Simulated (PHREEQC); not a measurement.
Consider water at 25 °C with 1.2 mmol/kgw H2SO4 and 140 mmol/kgw NaCl. Closed to the air; pH follows from the charge balance.

Equilibrium calculation in PHREEQC: ion-association model, phreeqc.dat.

```tsv
quantity	before	after
pH	2.72	13.22
SI of Halite (NaCl)	-3.53	-3.60
```

Problem. Name the change that produced these shifts.
A) H2SO4 left out
B) NaCl from 0.14 to 0.126 mol/kgw
C) NaCl from 0.14 to 0.7 mol/kgw
D) 0.26 mol/kgw KOH added
E) NaCl from 0.14 to 0.07 mol/kgw

Solution. D, 0.26 mol/kgw KOH added

Precipitation was switched off in this run.
